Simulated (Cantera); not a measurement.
An isothermal, constant-pressure homogeneous reactor starts with 5.88 % C₂H₆, 94.1 % N₂, at 1975 K and 0.975 Torr.

Computed with Cantera and GRI-Mech 3.0 (53 species, 325 reactions). GRI-Mech 3.0 stops at C3 and has no aromatics, soot or wall deposition, so with more carbon than oxygen in the feed, carbon stays in small species such as C2H2 where larger ones or solid carbon would form. Radical loss at walls, strong at low pressure, is not modelled.

x: mole fraction; the columns are a selection and need not sum to one.

| t (s) | x C₂H₆ | x C₂H₂ | x H₂ | x C₂H₄ | x C₂H | x CH₂ | x CH₄ |
|---|---|---|---|---|---|---|---|
| 2.00e-6 | 0.0587 | <1e-12 | 3.81e-9 | 1.17e-9 | <1e-12 | 4.39e-11 | 3.44e-8 |
| 1.55e-5 | 0.0575 | 1.33e-11 | 2.30e-7 | 1.12e-7 | <1e-12 | 2.21e-8 | 2.05e-6 |
| 0.000120 | 0.0495 | 2.90e-8 | 4.61e-5 | 3.49e-5 | <1e-12 | 1.02e-5 | 0.000115 |
| 0.000928 | 0.0103 | 0.00107 | 0.0128 | 0.0112 | ___ | 0.000402 | 0.00377 |
| 0.00719 | 4.31e-6 | 0.0393 | 0.0780 | 0.00525 | ___ | 0.000130 | 0.00958 |
| 0.0557 | 3.21e-7 | 0.0491 | 0.0950 | 0.000209 | ___ | 2.01e-5 | 0.00563 |
| 0.431 | 3.16e-8 | 0.0514 | 0.101 | 1.88e-5 | ___ | 5.91e-6 | 0.00201 |
| 3.34 | 2.06e-10 | 0.0524 | 0.104 | 3.26e-7 | ___ | 1.22e-6 | 9.87e-5 |
| 25.8 | <1e-12 | 0.0522 | 0.101 | 7.53e-8 | ___ | 1.18e-8 | 8.62e-8 |
| 200 | <1e-12 | 0.0521 | 0.0987 | 5.15e-8 | ___ | 1.31e-8 | 3.50e-8 |

Q: What belongs in the gaps?

A: 
- 0.000928, x C₂H: 2.44e-6
- 0.00719, x C₂H: 2.89e-5
- 0.0557, x C₂H: 1.20e-5
- 0.431, x C₂H: 1.01e-5
- 3.34, x C₂H: 2.00e-5
- 25.8, x C₂H: 6.61e-5
- 200, x C₂H: 0.000109
